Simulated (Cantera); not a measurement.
Input: 1 mol Si3N4, 2.1 mol O2, at 0.150 bar.

These are equilibrium values from Cantera (NASA tables, ideal gas, pure condensed phases), not measurements of a reactor. Candidate condensed phases: Si, SiO2, Si2N2O, Si3N4; 16 gas species. Mutual solubility and eutectic melting of coexisting phases are not modelled. The tables hold silica as quartz up to 1696 K and as liquid above; real silica turns to tridymite and cristobalite and melts near 1996 K. Equilibrium is a limit: real reactors are often held back by kinetics, nucleation or transport.

### Question
Which condensed phases are stable at each of these points (T (K)): 1550, 1575, 1600, 1625, 1650, 1675, 1700, 1725, 1750, 1775?

### Answer
```tsv
T (K)	condensed phases	Si condensed (%)
1550	SiO2(β-quartz) + Si2N2O(s)	100.0
1575	SiO2(β-quartz) + Si2N2O(s)	100.0
1600	SiO2(β-quartz) + Si2N2O(s)	100.0
1625	SiO2(β-quartz) + Si2N2O(s)	100.0
1650	SiO2(β-quartz) + Si2N2O(s)	100.0
1675	SiO2(β-quartz) + Si2N2O(s)	99.9
1700	SiO2(condensed) + Si2N2O(s)	99.9
1725	SiO2(condensed) + Si2N2O(s)	99.8
1750	SiO2(condensed) + Si2N2O(s)	99.6
1775	SiO2(condensed) + Si2N2O(s)	99.4
```

From 1550 K to 1675 K the condensed part is SiO2(β-quartz) + Si2N2O(s). From 1700 K to 1775 K the condensed part is SiO2(condensed) + Si2N2O(s).
